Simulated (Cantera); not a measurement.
A perfectly stirred reactor is fed with 7.68 % CH₄, 0.760 % C₂H₆, 0.230 % C₃H₈, 19.2 % O₂, 72.1 % N₂, equivalence ratio 1.00, at 1.01 bar; it is adiabatic with a 675 K inlet, and is followed from long to short residence time, starting on the burning branch (τ in s: 0.024, 0.011, 0.0046, 0.002, 0.00087, 0.00038, 0.00016, 7.2e-05, 3.1e-05, 1.4e-05).

Model: GRI-Mech 3.0 (53 species, 325 reactions), integrated in Cantera.

### Question
Predict: blow-out, bracketed by the residence times tried; x(CH₄) at τ = 24.0 ms; x(C₂H₆) at τ = 24.0 ms; x(C₃H₈) at τ = 24.0 ms; x(CH₂CO) at τ = 24.0 ms; x(HO₂) at τ = 24.0 ms; x(CH₄) at τ = 0.380 ms; x(C₂H₆) at τ = 0.380 ms; x(C₃H₈) at τ = 0.380 ms; x(CH₂CO) at τ = 0.380 ms; x(HO₂) at τ = 0.380 ms.

### Answer
```
Item                                                                          Result
------------------------------------------------  ----------------------------------
blow-out, bracketed by the residence times tried  burning at 72.0 µs, out at 31.0 µs
x(CH₄) at τ = 24.0 ms                                                        4.71e-6
x(C₂H₆) at τ = 24.0 ms                                                       5.71e-8
x(C₃H₈) at τ = 24.0 ms                                                       2.08e-8
x(CH₂CO) at τ = 24.0 ms                                                      4.83e-8
x(HO₂) at τ = 24.0 ms                                                        1.64e-6
x(CH₄) at τ = 0.380 ms                                                      0.000130
x(C₂H₆) at τ = 0.380 ms                                                      3.07e-6
x(C₃H₈) at τ = 0.380 ms                                                      7.56e-7
x(CH₂CO) at τ = 0.380 ms                                                     2.31e-6
x(HO₂) at τ = 0.380 ms                                                       5.43e-6
```
